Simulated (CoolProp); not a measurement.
Vapour-liquid equilibrium of n-hexane (1) + toluene (2) at 0.0145 MPa; x and y are mole fractions of (1).

Model: multi-fluid Helmholtz-energy mixture model, Thol 2019 and Lemmon 2006; pair parameters Bell 2016, in CoolProp.

**Question.** Give the bubble temperature and the first vapour's composition at x = 0.15, 0.55, 0.65. Is there an azeotrope?

**Answer.** x = 0.15: 312.9 K, y = 0.535; x = 0.55: 298.7 K, y = 0.856; x = 0.65: 296.7 K, y = 0.893. No azeotrope shows between x = 0.05 and 0.95.

The pair parameters rest on a limited set of measurements; away from them the model extrapolates.
